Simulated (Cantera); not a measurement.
## Moist CO burnout

A perfectly stirred reactor is fed with CO : O₂ : H₂O : N₂ = 0.012 : 0.0053 : 0.046 : 1 (molar parts), at 5.60 bar; it is held at 1073 K, and followed from long to short residence time.

Detailed kinetics in Cantera: GRI-Mech 3.0 (53 species, 325 reactions).

| τ (s) | x CO | x O₂ | x H₂O | x H₂O₂ | x NO | x NO₂ |
|---|---|---|---|---|---|---|
| 1.4 | 0.00344 | 0.00116 | 0.0432 | 1.57e-7 | 1.31e-9 | 5.53e-10 |
| 0.53 | 0.00514 | 0.00199 | 0.0432 | 3.48e-7 | 6.39e-10 | 3.36e-10 |
| 0.21 | 0.00711 | 0.00296 | 0.0432 | 6.04e-7 | 2.50e-10 | 1.51e-10 |
| 0.080 | 0.00900 | 0.00390 | 0.0432 | 8.43e-7 | 7.47e-11 | 4.98e-11 |
| 0.031 | 0.0103 | 0.00450 | 0.0432 | 9.37e-7 | 2.01e-11 | 1.40e-11 |
| 0.012 | 0.0109 | 0.00480 | 0.0432 | 8.58e-7 | 5.14e-12 | 3.62e-12 |
| 0.0047 | 0.0112 | 0.00492 | 0.0433 | 5.82e-7 | 1.11e-12 | <1e-12 |
| 0.0018 | 0.0113 | 0.00498 | 0.0433 | 9.31e-8 | <1e-12 | <1e-12 |
| 0.00071 | 0.0113 | 0.00498 | 0.0433 | 6.58e-12 | <1e-12 | <1e-12 |
| 0.00027 | 0.0113 | 0.00498 | 0.0433 | <1e-12 | <1e-12 | <1e-12 |
| 0.00011 | 0.0113 | 0.00498 | 0.0433 | <1e-12 | <1e-12 | <1e-12 |
x: mole fraction; the columns are a selection and need not sum to one.
